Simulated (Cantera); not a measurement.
What does this Cantera script print?

```python
import numpy as np
import cantera as ct

gas = ct.Solution("gri30.yaml")
gas.TPX = 998, 15000, {'CO': 0.0042, 'O2': 0.099, 'H2O': 0.00014, 'N2': 1, 'H2': 0.07}
reactor = ct.IdealGasConstPressureReactor(gas, energy="off", clone=False)
net = ct.ReactorNet([reactor])
net.rtol, net.atol = 1e-08, 1e-18
show = ['CO', 'O2', 'H2O', 'NO2', 'OH', 'NO', 'H']
times = np.geomspace(0.0004, 7, 10)

steps = ct.SolutionArray(gas, extra=["t"])
rows = []
print(f"{'t/s':>10s}{'T/K':>9s}{'P/Pa':>11s}" + "".join(f"{s:>11s}" for s in show))
for t in times:
    while net.time < t:
        t_next = net.step()
        steps.append(gas.state, t=t_next)
    rows.append([np.interp(t, steps.t, y) for y in (steps.T, steps.P, *steps(*show).X.T)])
    print(f"{t:10.3e}{rows[-1][0]:9.1f}{rows[-1][1]:11.4g}" + "".join(f"{x:11.3e}" for x in rows[-1][2:]))
rate = np.gradient(steps.T, steps.t)
print("integrator steps:", len(steps.t))
if steps.T.max() > steps.T[0] + 200:
    print(f"time of steepest temperature rise: {steps.t[rate.argmax()]:.4e} s")
gas.TPX = 998, 15000, {'CO': 0.0042, 'O2': 0.099, 'H2O': 0.00014, 'N2': 1, 'H2': 0.07}
gas.equilibrate("TP")
print(f"equilibrium (TP): T = {gas.T:.1f} K  " + "  ".join(f"{s} {gas[s].X[0]:.3e}" for s in show))
```

It prints:

```
       t/s      T/K       P/Pa         CO         O2        H2O        NO2         OH         NO          H
 4.000e-04    998.0    1.5e+04  3.580e-03  8.437e-02  1.193e-04  6.031e-29  1.178e-10  5.907e-22  1.405e-09
 1.184e-03    998.0    1.5e+04  3.580e-03  8.437e-02  1.209e-04  7.096e-21  9.445e-08  2.036e-16  1.118e-06
 3.507e-03    998.0    1.5e+04  2.189e-03  5.752e-02  5.378e-02  5.019e-11  8.034e-04  6.880e-07  5.859e-03
 1.038e-02    998.0    1.5e+04  1.089e-03  5.506e-02  6.131e-02  2.051e-09  9.340e-05  7.913e-07  4.460e-05
 3.075e-02    998.0    1.5e+04  7.093e-04  5.481e-02  6.163e-02  8.346e-09  3.733e-05  7.856e-07  4.883e-06
 9.105e-02    998.0    1.5e+04  3.596e-04  5.464e-02  6.169e-02  1.628e-08  2.317e-05  7.779e-07  1.218e-06
 2.696e-01    998.0    1.5e+04  1.046e-04  5.452e-02  6.172e-02  2.810e-08  1.335e-05  7.662e-07  2.009e-07
 7.984e-01    998.0    1.5e+04  1.651e-05  5.448e-02  6.173e-02  3.595e-08  6.008e-06  7.584e-07  1.468e-08
 2.364e+00    998.0    1.5e+04  1.754e-06  5.448e-02  6.173e-02  2.486e-08  2.324e-06  7.695e-07  6.900e-10
 7.000e+00    998.0    1.5e+04  1.357e-07  5.448e-02  6.173e-02  1.071e-08  9.155e-07  7.837e-07  3.304e-11
integrator steps: 1912
equilibrium (TP): T = 998.0 K  CO 2.341e-12  O2 5.447e-02  H2O 6.173e-02  NO2 1.777e-07  OH 9.992e-08  NO 1.656e-05  H 4.206e-14
```

Computed with Cantera and GRI-Mech 3.0 (53 species, 325 reactions). The temperature is held fixed by assumption; the heat of reaction is taken as removed at once.
